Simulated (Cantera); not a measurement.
Cantera with NASA thermochemical tables; ideal gases at 1 bar, condensed phases pure. Values are per mole of reaction as written; species without (g) are pure solids or liquids, kept so even where they would boil at 1 bar.

Question: Between 1723 and 1898 K, where is each reaction favourable under standard conditions?
- 2 PbS + CO(g) ⇌ CS2(g) + Pb(g) + PbO(g)

Answer: 
- 2 PbS + CO(g) ⇌ CS2(g) + Pb(g) + PbO(g): ΔG° is 271 kJ at 1723 K and 238 kJ at 1898 K; it stays positive (K < 1). ΔH° is 598 kJ and ΔS° 190 J/K at 1898 K.
